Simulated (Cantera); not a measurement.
**Stirred combustor or abatement burner**

A perfectly stirred reactor is fed with CH4 : CO : O2 : N2 = 1 : 1.1 : 1.7 : 20.4 (molar parts), at 0.390 bar; it is adiabatic with a 800 K inlet, and is followed from long to short residence time, starting on the burning branch (τ in s: 0.25, 0.12, 0.056, 0.026, 0.012, 0.0059, 0.0028, 0.0013, 0.00062, 0.00029, 0.00014, 6.5e-05, 3.1e-05).

Detailed kinetics in Cantera: GRI-Mech 3.0 (53 species, 325 reactions).

| τ (s) | T (K) | x CH4 | x CO | x O2 | x O | x CO2 |
|---|---|---|---|---|---|---|
| 0.25 | 1556 | 0.000818 | 0.0448 | 0.000699 | 1.23e-6 | 0.0392 |
| 0.12 | 1550 | 0.000801 | 0.0458 | 0.000998 | 2.56e-6 | 0.0382 |
| 0.056 | 1543 | 0.000796 | 0.0472 | 0.00143 | 5.51e-6 | 0.0370 |
| 0.026 | 1532 | 0.000819 | 0.0488 | 0.00205 | 1.19e-5 | 0.0354 |
| 0.012 | 1515 | 0.000925 | 0.0508 | 0.00305 | 2.58e-5 | 0.0333 |
| 0.0059 | 800 | 0.0413 | 0.0455 | 0.0702 | <1e-12 | 3.09e-11 |
| 0.0028 | 800 | 0.0413 | 0.0455 | 0.0702 | <1e-12 | 1.44e-11 |
| 0.0013 | 800 | 0.0413 | 0.0455 | 0.0702 | <1e-12 | 6.62e-12 |
| 0.00062 | 800 | 0.0413 | 0.0455 | 0.0702 | <1e-12 | 3.13e-12 |
| 0.00029 | 800 | 0.0413 | 0.0455 | 0.0702 | <1e-12 | 1.44e-12 |
| 0.00014 | 800 | 0.0413 | 0.0455 | 0.0702 | <1e-12 | <1e-12 |
| 6.5e-5 | 800 | 0.0413 | 0.0455 | 0.0702 | <1e-12 | <1e-12 |
| 3.1e-5 | 800 | 0.0413 | 0.0455 | 0.0702 | <1e-12 | <1e-12 |
x: mole fraction; the columns are a selection and need not sum to one.
